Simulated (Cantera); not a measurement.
**Equilibrium for fluorocarbon and chlorocarbon gases: CHF3 + H2**

Charge: 1 mol CHF3, 0.05 mol H2, equilibrated at 980 Pa.

Cantera equilibrium calculation (NASA polynomials, part measured and part estimated; ideal gas, pure solids and liquids). Candidate condensed phases: C, C6H6, C7H8, C8H18; 95 gas species. Gases not in the tables: C2F6 and larger saturated fluorocarbons. Rates play no part.

From 1823 K to 2623 K the condensed part is C(graphite). The main C-bearing gas is CF4 at 1823 K and CF2 at 2623 K. The share of C in condensed phases is highest at 2623 K (64.8 %) and lowest at 2323 K (39.5 %).

```json
[
 {"T (K)": "1823", "x HF": "0.692", "x F": "0.00419", "x CF4": "0.291", "x CF2": "0.0121", "x CF": "7.41e-6", "x CF3": "0.000982", "x H": "5.92e-7", "x C3": "2.34e-11", "n C(graphite)": "0.517"},
 {"T (K)": "1923", "x HF": "0.681", "x F": "0.0122", "x CF4": "0.274", "x CF2": "0.0304", "x CF": "3.82e-5", "x CF3": "0.00203", "x H": "1.50e-6", "x C3": "3.92e-10", "n C(graphite)": "0.505"},
 {"T (K)": "2023", "x HF": "0.658", "x F": "0.0315", "x CF4": "0.240", "x CF2": "0.0666", "x CF": "0.000164", "x CF3": "0.00369", "x H": "3.46e-6", "x C3": "4.95e-9", "n C(graphite)": "0.481"},
 {"T (K)": "2123", "x HF": "0.616", "x F": "0.0714", "x CF4": "0.181", "x CF2": "0.125", "x CF": "0.000586", "x CF3": "0.00561", "x H": "7.46e-6", "x C3": "4.89e-8", "n C(graphite)": "0.442"},
 {"T (K)": "2223", "x HF": "0.557", "x F": "0.140", "x CF4": "0.105", "x CF2": "0.191", "x CF": "0.00174", "x CF3": "0.00657", "x H": "1.55e-5", "x C3": "3.91e-7", "n C(graphite)": "0.400"},
 {"T (K)": "2323", "x HF": "0.497", "x F": "0.230", "x CF4": "0.0402", "x CF2": "0.223", "x CF": "0.00417", "x CF3": "0.00539", "x H": "3.32e-5", "x C3": "2.60e-6", "n C(graphite)": "0.395"},
 {"T (K)": "2423", "x HF": "0.454", "x F": "0.322", "x CF4": "0.0102", "x CF2": "0.202", "x CF": "0.00824", "x CF3": "0.00312", "x H": "7.68e-5", "x C3": "1.47e-5", "n C(graphite)": "0.459"},
 {"T (K)": "2523", "x HF": "0.426", "x F": "0.402", "x CF4": "0.00205", "x CF2": "0.154", "x CF": "0.0141", "x CF3": "0.00144", "x H": "0.000185", "x C3": "7.23e-5", "n C(graphite)": "0.557"},
 {"T (K)": "2623", "x HF": "0.406", "x F": "0.465", "x CF4": "0.000363", "x CF2": "0.106", "x CF": "0.0217", "x CF3": "0.000591", "x H": "0.000448", "x C3": "0.000313", "n C(graphite)": "0.648"}
]
```
x: gas mole fraction; n: condensed amount in mol.
